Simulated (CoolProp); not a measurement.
A simple Rankine cycle with n-hexane: condensing at 316.15 K, boiler at 1.76 MPa, turbine inlet 486.7 K, turbine efficiency 0.6, pump efficiency 0.7, no recuperator. Each further row changes one setting.

Model: reference Helmholtz-energy equation of state, Thol 2019, in CoolProp.

| case | thermal efficiency (%) | net work (kJ/kg) | heat in (kJ/kg) | turbine exit temperature (K) | volume ratio over the turbine |
|---|---|---|---|---|---|
| as stated | 12.5 | 83.1 | 664 | 428.7 | 52.6 |
| turbine inlet 506.7 K | 12.3 | (withheld) | 722 | (withheld) | 49.3 |
| condensing temperature 308.15 K | 13.2 | 90.3 | (withheld) | 425.4 | 71.4 |
| boiler pressure 1.23 MPa | 11.7 | (withheld) | (withheld) | 439.4 | 32.5 |
| turbine efficiency 0.5 | (withheld) | 68.6 | 664 | 435.1 | (withheld) |

Task: What belongs in the gaps?

Result: 
- turbine inlet 506.7 K, net work (kJ/kg): 89.0
- turbine inlet 506.7 K, turbine exit temperature (K): 451.7
- condensing temperature 308.15 K, heat in (kJ/kg): 682
- boiler pressure 1.23 MPa, net work (kJ/kg): 79.8
- boiler pressure 1.23 MPa, heat in (kJ/kg): 685
- turbine efficiency 0.5, thermal efficiency (%): 10.3
- turbine efficiency 0.5, volume ratio over the turbine: 53.4
